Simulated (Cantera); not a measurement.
An isothermal, constant-pressure homogeneous reactor starts with 2.26 % CH₄, 94.3 % H₂, 1.23 % H, 2.17 % H₂O, at 1525 K and 4000 Pa.

Computed with Cantera and GRI-Mech 3.0 (53 species, 325 reactions). Radical loss at walls, strong at low pressure, is not modelled.

Q: Predict: x(CH₄) at 10.0 s; x(H₂) at 10.0 s; x(H) at 10.0 s; x(CH₂) at 10.0 s.

A: 
| Property | Result |
|---|---|
| x(CH₄) at 10.0 s | 0.0145 (gas-phase equilibrium 0.000399) |
| x(H₂) at 10.0 s | 0.960 (gas-phase equilibrium 0.978) |
| x(H) at 10.0 s | 0.000108 (gas-phase equilibrium 0.000118) |
| x(CH₂) at 10.0 s | 3.17e-9 (gas-phase equilibrium 1.00e-10) |
